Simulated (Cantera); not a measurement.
What does this Cantera script print?

```python
import numpy as np
import cantera as ct

gas_names = [...]  # 121 gases of nasa_gas.yaml made of Al, C, H, O
cond_names = """
    AL(cr) AL(L) AL2O3(a) AL2O3(L) C(gr) C6H6(L) C7H8(L) C8H18(L),n-octa H2O(s) H2O(L)
""".split()


# ... load() reads the species with a 1 bar reference pressure and builds the phases ...
atoms = {
    'Al': {'AL': 1},
    'H2O': {'H': 2, 'O': 1},
    'CO': {'C': 1, 'O': 1},
}
top_T = {'C(gr)': 4500}  # K; cautious upper limits of use, not melting points


# ... equilibrate(T, P, feed) seeds the gas with the atoms and calls Mixture.equilibrate('TP', solver="vcs", rtol=1e-11, max_steps=5000) ...
results = []
feed = {'Al': 1, 'H2O': 3, 'CO': 7.1}  # mol
T = 1123  # K
P = 101325  # Pa
mix = equilibrate(T, P, feed)
results.append((T, P, feed, dict(zip(mix.species_names, mix.species_moles))))
print(gas.report(threshold=1e-05))
for i in range(1, mix.n_phases):
    print(f"{mix.phase(i).name:16s} {mix.phase_moles(i):12.5e} mol")
```

It prints:

```
       temperature   1123 K
          pressure   1.0132e+05 Pa
           density   0.24615 kg/m^3
  mean mol. weight   22.683 kg/kmol
   phase of matter   gas

                          1 kg             1 kmol
                     ---------------   ---------------
          enthalpy       -4.0035e+06       -9.0812e+07  J
   internal energy       -4.4151e+06       -1.0015e+08  J
           entropy             10295        2.3352e+05  J/K
    Gibbs function       -1.5565e+07       -3.5306e+08  J
 heat capacity c_p            1572.3             35665  J/K
 heat capacity c_v            1205.7             27350  J/K

                      mass frac. Y      mole frac. X     chem. pot. / RT
                     ---------------   ---------------   ---------------
               CH4        0.00028299        0.00040013            -41.58
                CO           0.74174           0.60068           -38.246
               CO2           0.19877           0.10245           -73.263
                H2          0.022209           0.24989           -19.175
               H2O          0.036995          0.046581           -54.192
     [ +116 minor]         1.594e-07        1.2842e-07

AL(L)             0.00000e+00 mol
AL2O3(a)          5.00000e-01 mol
C(gr)             0.00000e+00 mol
```

Equilibrium computed with Cantera from the NASA thermochemical tables; the gas is ideal and each condensed phase is pure.
